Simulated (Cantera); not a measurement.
# Ammonia decomposition in nitride growth gas

A perfectly stirred reactor is fed with 24.4 % NH₃, 75.6 % H₂, at 9.75 Torr; it is held at 1925 K, and followed from long to short residence time.

Model: the gas-phase N/H chemistry of the illustrative SiF4/NH3 mechanism in the Surface Chemkin manual (1991), integrated in Cantera. Walls and surfaces, which speed up NH3 decomposition in real reactors, are not modelled.

| τ (s) | x NH₃ | x H₂ | x N₂H₂ | x N₂H₄ | x NH₂ | x N |
|---|---|---|---|---|---|---|
| 6.2 | 0.0925 | 0.846 | 4.60e-7 | 5.73e-10 | 0.000225 | 8.07e-7 |
| 1.8 | 0.162 | 0.804 | 9.22e-7 | 1.25e-9 | 0.000331 | 8.19e-7 |
| 0.53 | 0.212 | 0.774 | 1.26e-6 | 1.76e-9 | 0.000394 | 7.94e-7 |
| 0.16 | 0.234 | 0.761 | 1.28e-6 | 1.86e-9 | 0.000404 | 7.01e-7 |
| 0.046 | 0.242 | 0.757 | 8.65e-7 | 1.38e-9 | 0.000348 | 4.24e-7 |
| 0.013 | 0.244 | 0.756 | 1.53e-7 | 3.41e-10 | 0.000173 | 5.33e-8 |
| 0.0039 | 0.244 | 0.756 | 1.05e-8 | 3.36e-11 | 5.44e-5 | 1.68e-9 |
| 0.0012 | 0.244 | 0.756 | 8.23e-10 | 3.18e-12 | 1.68e-5 | 4.85e-11 |
x: mole fraction; the columns are a selection and need not sum to one.
